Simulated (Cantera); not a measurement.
A freely propagating, adiabatic, planar premixed flame of CH₄ : CO : O₂ : N₂ = 1 : 0.11 : 1.47 : 5.52 (molar parts), unburnt at 650 K and 1.10 bar; mixture-averaged transport, grid criteria slope 0.08 and curve 0.16, no radiation.

Computed with Cantera and GRI-Mech 3.0 (53 species, 325 reactions). Burning velocities carry a grid error of a few per cent, more on coarse grids.

Predict: laminar burning velocity; thermal thickness; peak x(O); peak x(OH).


* **laminar burning velocity**: 96.4 cm/s
* **thermal thickness**: 0.387 mm
* **peak x(O)**: 0.000447
* **peak x(OH)**: 0.00348
